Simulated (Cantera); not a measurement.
An isothermal, constant-pressure homogeneous reactor starts with NO : N2 = 1 : 3.9 (molar parts), at 2023 K and 0.390 bar.

Model: GRI-Mech 3.0 (53 species, 325 reactions), integrated in Cantera.

Problem. Predict: x(NO) at 10.0 s; x(NO2) at 10.0 s; x(O2) at 10.0 s; x(N2O) at 10.0 s; x(N2) at 10.0 s; x(O) at 10.0 s.

Solution. 
| Property | Result |
|---|---|
| x(NO) at 10.0 s | 0.00863 (gas-phase equilibrium 0.00598) |
| x(NO2) at 10.0 s | 6.08e-6 (gas-phase equilibrium 4.25e-6) |
| x(O2) at 10.0 s | 0.0975 (gas-phase equilibrium 0.0988) |
| x(N2O) at 10.0 s | 2.38e-7 (gas-phase equilibrium 2.24e-7) |
| x(N2) at 10.0 s | 0.893 (gas-phase equilibrium 0.895) |
| x(O) at 10.0 s | 0.000401 (gas-phase equilibrium 0.000403) |
